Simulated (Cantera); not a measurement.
Source: NASA polynomial tables (part measured, part estimated), evaluated in Cantera. Values are per mole of reaction as written; species without (g) are pure solids or liquids, kept so even where they would boil at 1 bar.

2 FeCl2(g) + C → CCl4(g) + 2 Fe, with ΔH° = 186.2 kJ and ΔS° = -239.5 J/K at 300 K.

**Question.** How far is the shortcut ΔG° ≈ ΔH°(300 K) − T·ΔS°(300 K) from the full temperature-dependent value at 2748, 2773, 2798, 2823, 2848, 2873 K?

**Answer.** 
```json
[
 {"T (K)": "2748", "shortcut (kJ)": "844.4", "full (kJ)": "721.3", "difference (kJ)": "123.1", "difference in log10 K": "-2.34", "condensed phases": "C(graphite), Fe(l)"},
 {"T (K)": "2773", "shortcut (kJ)": "850.4", "full (kJ)": "725.1", "difference (kJ)": "125.3", "difference in log10 K": "-2.36", "condensed phases": "C(graphite), Fe(l)"},
 {"T (K)": "2798", "shortcut (kJ)": "856.4", "full (kJ)": "728.8", "difference (kJ)": "127.6", "difference in log10 K": "-2.38", "condensed phases": "C(graphite), Fe(l)"},
 {"T (K)": "2823", "shortcut (kJ)": "862.4", "full (kJ)": "732.6", "difference (kJ)": "129.8", "difference in log10 K": "-2.40", "condensed phases": "C(graphite), Fe(l)"},
 {"T (K)": "2848", "shortcut (kJ)": "868.4", "full (kJ)": "736.3", "difference (kJ)": "132.0", "difference in log10 K": "-2.42", "condensed phases": "C(graphite), Fe(l)"},
 {"T (K)": "2873", "shortcut (kJ)": "874.4", "full (kJ)": "740.1", "difference (kJ)": "134.3", "difference in log10 K": "-2.44", "condensed phases": "C(graphite), Fe(l)"}
]
```
The shortcut ignores heat capacities and the phase changes listed.
